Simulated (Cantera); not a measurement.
An isothermal, constant-pressure homogeneous reactor starts with CH4 : CO2 = 1 : 0.44 (molar parts), at 1725 K and 1.00 bar.

Model: GRI-Mech 3.0 (53 species, 325 reactions), integrated in Cantera. GRI-Mech 3.0 stops at C3 and has no aromatics, soot or wall deposition, so with more carbon than oxygen in the feed, carbon stays in small species such as C2H2 where larger ones or solid carbon would form.

x: mole fraction; the columns are a selection and need not sum to one.

```tsv
t (s)	x CH4	x CO2	x H	x O2	x C2H4	x C2H	x H2
6.00e-5	0.690	0.305	2.09e-6	<1e-12	0.000309	2.58e-11	0.00191
0.000309	0.660	0.302	…	<1e-12	…	…	…
0.00160	0.485	0.266	4.06e-5	1.58e-12	0.0217	6.70e-8	0.168
0.00823	0.226	0.167	7.95e-5	1.07e-11	0.00562	1.89e-7	0.358
0.0424	…	…	…	1.85e-11	…	…	…
0.219	0.0255	0.0122	0.000133	6.42e-12	0.00290	2.46e-7	0.493
1.13	0.0165	0.00273	0.000141	<1e-12	0.00228	1.58e-7	0.565
5.82	0.0138	8.38e-6	0.000143	<1e-12	0.00209	1.38e-7	0.584
30.0	0.0138	2.77e-7	0.000143	<1e-12	0.00209	1.38e-7	0.584
```

### Question
Complete the blanks.

### Answer

- 0.000309, x H: 9.61e-6
- 0.000309, x C2H4: 0.00744
- 0.000309, x C2H: 2.78e-9
- 0.000309, x H2: 0.0226
- 0.0424, x CH4: 0.0564
- 0.0424, x CO2: 0.0301
- 0.0424, x H: 0.000114
- 0.0424, x C2H4: 0.00320
- 0.0424, x C2H: 3.00e-7
- 0.0424, x H2: 0.418
